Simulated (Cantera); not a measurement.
Thermodynamics of hydrogen reduction and annealing atmospheres, feed CuO + H2

Charge: 1 mol CuO, 270 mol H2, held at 0.00440 bar.

Equilibrium computed with Cantera from the NASA thermochemical tables; the gas is ideal and each condensed phase is pure. Candidate condensed phases: Cu, CuO, Cu(OH)2, Cu2O, H2O; 12 gas species. The numbers say what is thermodynamically allowed, not how fast it happens.

From 700 K to 1300 K the condensed part is Cu(s). From 1400 K to 1500 K the condensed part is Cu(l). From 1600 K to 1800 K nothing is condensed.

```tsv
T (K)	x H2	x H	x H2O	x Cu	x OH	x Cu2	x O	n Cu(s)	n Cu(l)
700	0.996	<1e-12	0.00370	<1e-12	<1e-12	<1e-12	<1e-12	1.00	0
800	0.996	4.36e-11	0.00370	<1e-12	<1e-12	<1e-12	<1e-12	1.00	0
900	0.996	1.76e-9	0.00370	4.09e-11	<1e-12	<1e-12	<1e-12	1.00	0
1000	0.996	3.41e-8	0.00370	3.55e-9	<1e-12	<1e-12	<1e-12	1.000	0
1100	0.996	3.89e-7	0.00370	1.35e-7	6.45e-12	1.08e-12	<1e-12	1.000	0
1200	0.996	2.97e-6	0.00370	2.79e-6	8.82e-11	7.92e-11	<1e-12	0.999	0
1300	0.996	1.66e-5	0.00370	3.59e-5	8.08e-10	2.94e-9	<1e-12	0.990	0
1400	0.996	7.32e-5	0.00370	0.000307	5.41e-9	5.98e-8	<1e-12	0	0.917
1500	0.994	0.000265	0.00370	0.00187	2.81e-8	7.32e-7	6.48e-12	0	0.494
1600	0.992	0.000816	0.00369	0.00369	1.19e-7	1.08e-6	8.13e-11	0	0
1700	0.990	0.00221	0.00369	0.00369	4.25e-7	4.55e-7	7.60e-10	0	0
1800	0.987	0.00536	0.00368	0.00368	1.32e-6	2.11e-7	5.55e-9	0	0
```
x: gas mole fraction; n: condensed amount in mol.
